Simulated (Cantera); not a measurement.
Mixture: CH4 : C2H6 : O2 : N2 = 1 : 0.28 : 1.75 : 6.59 (molar parts), at 100000 Pa, adiabatic and at constant pressure. Ignition delay is the time to a rise of 400 K.

Detailed kinetics in Cantera: GRI-Mech 3.0 (53 species, 325 reactions).

What does this change do: constant volume in place of constant pressure?


```json
[
 {"quantity": "delay at 1248 K", "before": "1.47 ms", "after": "1.35 ms"},
 {"quantity": "delay at 1348 K", "before": "0.513 ms", "after": "0.461 ms"},
 {"quantity": "delay at 1448 K", "before": "0.225 ms", "after": "0.199 ms"},
 {"quantity": "delay at 1548 K", "before": "0.110 ms", "after": "95.2 µs"},
 {"quantity": "delay at 1648 K", "before": "58.1 µs", "after": "49.7 µs"},
 {"quantity": "delay at 1748 K", "before": "33.6 µs", "after": "28.4 µs"},
 {"quantity": "delay at 1848 K", "before": "21.1 µs", "after": "17.6 µs"},
 {"quantity": "apparent activation energy between 1648 and 1848 K", "before": "130 kJ/mol", "after": "130 kJ/mol"}
]
```
